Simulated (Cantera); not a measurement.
Feed: 1 mol C₂H₂, 3 mol NH₃, 5.6 mol N₂, at 0.133 bar.

Method: chemical equilibrium by Gibbs-energy minimisation in Cantera with the NASA 1993 tables (ideal gas, pure condensed phases). Candidate condensed phases: C, C₆H₆, C₇H₈, C₈H₁₈; 92 gas species. Kinetics and transport are ignored.

Q: At 1950 K, list the 5 most abundant gas species with their mole fractions, and the condensed phases.

A: N₂ 0.560, H₂ 0.432, HCN 0.00592, H 0.00206, HNC 0.000307. Condensed: C(graphite).
